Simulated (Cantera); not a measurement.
Input (Python, Cantera) and output of one run.

```python
import numpy as np
import cantera as ct

gas_names = """
    Cr CrN H H2 N NH NH2 NH3 N2 N2H2 N2H4
""".split()
cond_names = """
    Cr(cr) Cr(L) CrN(s) Cr2N(s)
""".split()


# ... load() reads the species with a 1 bar reference pressure and builds the phases ...
atoms = {
    'Cr': {'Cr': 1},
    'NH3': {'N': 1, 'H': 3},
    'N2': {'N': 2},
}
top_T = {'CrN(s)': 1900, 'Cr2N(s)': 1900}  # K; cautious upper limits of use, not melting points


# ... equilibrate(T, P, feed) seeds the gas with the atoms and calls Mixture.equilibrate('TP', solver="vcs", rtol=1e-11, max_steps=5000) ...
results = []
feed = {'Cr': 1, 'NH3': 0.24, 'N2': 2.1}  # mol
T = 1375  # K
P = 86000  # Pa
mix = equilibrate(T, P, feed)
results.append((T, P, feed, dict(zip(mix.species_names, mix.species_moles))))
print(gas.report(threshold=0.001))
for i in range(1, mix.n_phases):
    print(f"{mix.phase(i).name:16s} {mix.phase_moles(i):12.5e} mol")
```

Output:

```
       temperature   1375 K
          pressure   86000 Pa
           density   0.18052 kg/m^3
  mean mol. weight   23.997 kg/kmol
   phase of matter   gas

                          1 kg             1 kmol
                     ---------------   ---------------
          enthalpy        1.4078e+06        3.3782e+07  J
   internal energy        9.3135e+05         2.235e+07  J
           entropy            9750.6        2.3399e+05  J/K
    Gibbs function       -1.1999e+07       -2.8795e+08  J
 heat capacity c_p            1414.8             33952  J/K
 heat capacity c_v            1068.4             25638  J/K

                      mass frac. Y      mole frac. X     chem. pot. / RT
                     ---------------   ---------------   ---------------
                H2          0.012979            0.1545           -20.371
                N2           0.98702           0.84549           -26.067
     [   +9 minor]        3.2726e-06        5.9505e-06

Cr(cr)            0.00000e+00 mol
CrN(s)            0.00000e+00 mol
Cr2N(s)           5.00000e-01 mol
```

Cantera equilibrium calculation (NASA polynomials, part measured and part estimated; ideal gas, pure solids and liquids).
